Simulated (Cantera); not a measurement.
# Moist CO burnout

An isothermal, constant-pressure homogeneous reactor starts with 0.249 % CO, 8.18 % O2, 2.67 % H2O, 88.9 % N2, equivalence ratio 0.015, at 948 K and 1.00 bar.

Computed with Cantera and GRI-Mech 3.0 (53 species, 325 reactions).

```csv
t (s),x CO,x O2,x H2O,x OH,x N2O,x HO2,x H2
7.00e-6,0.00249,0.0818,0.0267,<1e-12,<1e-12,<1e-12,<1e-12
2.54e-5,0.00249,0.0818,0.0267,<1e-12,<1e-12,<1e-12,<1e-12
9.21e-5,0.00249,0.0818,0.0267,<1e-12,<1e-12,<1e-12,<1e-12
0.000334,0.00249,0.0818,0.0267,2.44e-12,<1e-12,1.53e-12,<1e-12
0.00121,0.00249,0.0818,0.0267,1.30e-11,<1e-12,3.35e-11,<1e-12
0.00439,0.00249,0.0818,0.0267,4.27e-11,<1e-12,4.61e-10,2.86e-12
0.0159,0.00249,0.0818,0.0267,1.04e-10,<1e-12,4.19e-9,2.81e-11
0.0578,0.00249,0.0818,0.0267,4.87e-10,3.30e-12,4.09e-8,3.44e-10
0.210,0.00248,0.0818,0.0267,2.09e-8,1.99e-10,1.29e-6,4.43e-8
0.760,0.00224,0.0817,0.0267,7.29e-8,4.34e-9,2.51e-6,1.81e-6
2.76,0.00150,0.0813,0.0267,6.69e-8,1.79e-8,2.00e-6,2.83e-6
10.0,0.000486,0.0809,0.0267,4.45e-8,4.11e-8,9.47e-7,8.05e-7
```
x: mole fraction; the columns are a selection and need not sum to one.

Equilibrium at this temperature and pressure: CO <1e-12, O2 0.0806, H2O 0.0267, OH 1.61e-8, N2O 1.05e-9, HO2 9.76e-11, H2 1.61e-12 (gas phase only).
